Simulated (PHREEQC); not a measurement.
Dissolve 0.0014 mol/kgw H3BO3, 0.0004 mol/kgw K2HPO4 and 0.13 mol/kgw NaCl at 20 °C. Closed to the air; pH follows from the charge balance.

Model: ion-association model, phreeqc.dat, run in PHREEQC.

Each row changes one thing in this solution. This is a speciation only: nothing precipitates in the calculation.

```
case                                    pH  ionic strength (mol/kgw)  H3BO3 (mol/kgw)  HPO4-2 (mol/kgw)  H2PO4- (mol/kgw)  H3PO4 (mol/kgw)
------------------------------------  ----  ------------------------  ---------------  ----------------  ----------------  ---------------
as made                               7.70                     0.131          0.00135          0.000323           4.81e-5         9.99e-11
0.16 mol/kgw HF added                 1.87                     0.147       (withheld)           1.75e-9        (withheld)         0.000231
K2HPO4 from 0.0004 to 0.0006 mol/kgw  7.79                     0.132          0.00134          0.000497           5.93e-5         9.92e-11
NaCl left out                         7.92                   0.00114          0.00134          0.000339           6.08e-5         9.84e-11
K2HPO4 from 0.0004 to 0.002 mol/kgw   8.07                     0.136          0.00129        (withheld)          0.000109         9.58e-11
temperature from 20 to 15 °C          7.73                     0.131          0.00135          0.000324           4.66e-5         8.51e-11
```

**Question.** Complete the blanks.

**Answer.** 
- 0.16 mol/kgw HF added, H3BO3 (mol/kgw): 6.50e-10
- 0.16 mol/kgw HF added, H2PO4- (mol/kgw): 0.000169
- K2HPO4 from 0.0004 to 0.002 mol/kgw, HPO4-2 (mol/kgw): 0.00174

Real BF4- forms and hydrolyses slowly; the run takes it at equilibrium.
